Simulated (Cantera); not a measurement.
Feed: 1 mol CuO, 10 mol CO, 0.76 mol N₂, at 948 K and 1.00 bar.

Cantera equilibrium calculation (NASA polynomials, part measured and part estimated; ideal gas, pure solids and liquids). Candidate condensed phases: C, Cu, CuO, Cu₂O; 27 gas species. Equilibrium is a limit: real reactors are often held back by kinetics, nucleation or transport.

Base state: CO 0.489, CO₂ 0.419, N₂ 0.0917 (mole fractions); condensed: C(graphite) + Cu(s).

Task: What changes in the equilibrium state with this change: temperature from 948 K to 1623 K?

Result: 
```tsv
species	before	after
CO	0.489	0.836
CO₂	0.419	0.0929
N₂	0.0917	0.0706
Cu	<1e-9	5.55e-5
C(graphite), mol	2.47	0
Cu(s), mol	1.00	0
Cu(l), mol	0	0.999
```

Task: What changes in the equilibrium state with this change: pressure from 1.00 bar to 0.260 bar?

Result: 
```
species           before   after
----------------  ------  ------
CO                 0.489   0.699
CO₂                0.419   0.222
N₂                0.0917  0.0790
C(graphite), mol    2.47    1.14
Cu(s), mol          1.00    1.00
```
